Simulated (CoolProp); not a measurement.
Vapour-liquid equilibrium of isobutene (1) + n-butane (2) at 337.4 K; x and y are mole fractions of (1).

Computed with CoolProp (multi-fluid Helmholtz-energy mixture model, Lemmon 2005 and Bücker 2006; pair parameters Bell 2016).

```json
[
 {"x": "0.05", "bubble pressure (kPa)": "716.8", "y at the bubble point": "0.060", "dew pressure at overall composition x (kPa)": "715.2", "liquid density (mol/L)": "9.026"},
 {"x": "0.15", "bubble pressure (kPa)": "735.2", "y at the bubble point": "0.175", "dew pressure at overall composition x (kPa)": "731.2", "liquid density (mol/L)": "9.072"},
 {"x": "0.25", "bubble pressure (kPa)": "752.6", "y at the bubble point": "0.285", "dew pressure at overall composition x (kPa)": "747.1", "liquid density (mol/L)": "9.120"},
 {"x": "0.35", "bubble pressure (kPa)": "769.1", "y at the bubble point": "0.389", "dew pressure at overall composition x (kPa)": "763.0", "liquid density (mol/L)": "9.169"},
 {"x": "0.45", "bubble pressure (kPa)": "784.9", "y at the bubble point": "0.490", "dew pressure at overall composition x (kPa)": "778.7", "liquid density (mol/L)": "9.220"},
 {"x": "0.55", "bubble pressure (kPa)": "800.0", "y at the bubble point": "0.587", "dew pressure at overall composition x (kPa)": "794.3", "liquid density (mol/L)": "9.273"},
 {"x": "0.65", "bubble pressure (kPa)": "814.7", "y at the bubble point": "0.682", "dew pressure at overall composition x (kPa)": "809.7", "liquid density (mol/L)": "9.327"},
 {"x": "0.75", "bubble pressure (kPa)": "828.9", "y at the bubble point": "0.775", "dew pressure at overall composition x (kPa)": "825.0", "liquid density (mol/L)": "9.383"},
 {"x": "0.85", "bubble pressure (kPa)": "842.8", "y at the bubble point": "0.867", "dew pressure at overall composition x (kPa)": "840.3", "liquid density (mol/L)": "9.441"},
 {"x": "0.95", "bubble pressure (kPa)": "856.5", "y at the bubble point": "0.956", "dew pressure at overall composition x (kPa)": "855.5", "liquid density (mol/L)": "9.499"}
]
```

No azeotrope shows between x = 0.05 and 0.95.

Pair parameters are fitted to limited data, so mixtures are less certain than the pure fluids.
